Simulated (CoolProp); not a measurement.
Saturation properties of R1233zd(E).

Values from CoolProp's reference Helmholtz-energy equation of state, Akasaka 2022.

```csv
T (°C),p (MPa),liquid density (kg/m³),vapour density (kg/m³),enthalpy of vaporisation (kJ/kg),liquid cp (kJ/(kg K))
22.85,0.1206,1268,6.712,192.0,1.182
30.55,0.1582,1249,8.671,188.1,1.198
38.25,0.2043,1230,11.05,184.1,1.215
45.95,0.2602,1211,13.93,179.8,1.233
53.65,0.3271,1190,17.37,175.4,1.252
61.35,0.4063,1169,21.46,170.8,1.273
69.05,0.4994,1148,26.31,165.9,1.294
76.75,0.6078,1125,32.02,160.7,1.318
```

It boils at 18.1 °C under 1 atm.
